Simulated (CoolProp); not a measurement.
Saturation properties of isobutane (Tc = 407.8 K, pc = 36.29 bar, ω = 0.184).

Model: reference Helmholtz-energy equation of state, Bücker 2006, in CoolProp.

```
T (K)  p (bar)  liquid cp (kJ/(kg K))  liquid conductivity (mW/(m K))
-----  -------  ---------------------  ------------------------------
295.7    3.263                  2.414                            90.1
298.4    3.532                  2.432                            89.1
301.2    3.830                  2.450                            88.1
303.9    4.133                  2.468                            87.2
306.6    4.455                  2.487                            86.2
309.3    4.795                  2.507                            85.3
312      5.153                  2.526                            84.4
314.7    5.532                  2.547                            83.5
317.4    5.930                  2.568                            82.6
320.1    6.349                  2.589                            81.7
322.8    6.790                  2.612                            80.8
325.5    7.253                  2.635                            80.0
```

It boils at 261.4 K under 1 atm.

Thermal conductivity comes from a separate model (Perkins 2002).
